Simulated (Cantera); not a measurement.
Charge: 1 mol Ti, 0.072 mol O2, 160 mol H2, 6 mol CH4, held at 1025 K.

Equilibrium computed with Cantera from the NASA thermochemical tables; the gas is ideal and each condensed phase is pure. Candidate condensed phases: C, C6H6, C7H8, C8H18, H2O, Ti, TiC, TiO, TiO2, Ti2O3, Ti3O5, Ti4O7; 113 gas species. Mutual solubility and eutectic melting of coexisting phases are not modelled. TiC: taken at fixed stoichiometry. Kinetics and transport are ignored.

Q: Which condensed phases are stable at each of these points (P (Pa)): 10, 32, 100, 320, 1000, 3200, 10000, 32000, 100000?

A: 
```tsv
P (Pa)	condensed phases	Ti condensed (%)
10	C(graphite) + TiC(s)	100.0
32	C(graphite) + TiC(s)	100.0
100	C(graphite) + TiC(s)	100.0
320	C(graphite) + TiC(s)	100.0
1000	C(graphite) + TiC(s)	100.0
3200	C(graphite) + TiC(s) + Ti2O3(s)	100.0
10000	C(graphite) + TiC(s) + Ti2O3(s)	100.0
32000	C(graphite) + TiC(s) + Ti2O3(s)	100.0
100000	TiC(s) + Ti2O3(s)	100.0
```

From 10.0 Pa to 1000 Pa the condensed part is C(graphite) + TiC(s). From 3200 Pa to 32000 Pa the condensed part is C(graphite) + TiC(s) + Ti2O3(s). At 100000 Pa the condensed part is TiC(s) + Ti2O3(s).
